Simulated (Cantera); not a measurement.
Standard-state values (1 bar) from the NASA 1993 polynomials, evaluated with Cantera. Values are per mole of reaction as written; species without (g) are pure solids or liquids, kept so even where they would boil at 1 bar.

Task: Between 1125 and 1625 K, where is each reaction favourable under standard conditions?
- B₂O₂(g) → 2 O(g) + 2 B

Result: 
- B₂O₂(g) → 2 O(g) + 2 B: ΔG° is 844 kJ at 1125 K and 788 kJ at 1625 K; it stays positive (K < 1). ΔH° is 973 kJ and ΔS° 114 J/K at 1625 K.
